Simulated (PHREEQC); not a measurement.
Dissolve 1.4 mmol/kgw K2HPO4 and 0.037 mmol/kgw H2SeO3 at 35 °C. Closed to the air; pH follows from the charge balance.

Model: ion-association model, wateq4f.dat, run in PHREEQC.

**Question.** The ionic strength comes out as 0.00415 mol/kgw. What activity coefficients do KHPO4-, SeO3-2, K+, H2PO4-, OH- get?

**Answer.** KHPO4- 0.93, SeO3-2 0.75, K+ 0.93, H2PO4- 0.93, OH- 0.93.

This is a speciation only: nothing precipitates in the calculation. Species that the database lacks are ignored. H3PO4, which wateq4f.dat lacks, is added to it with the constant of phreeqc.dat.
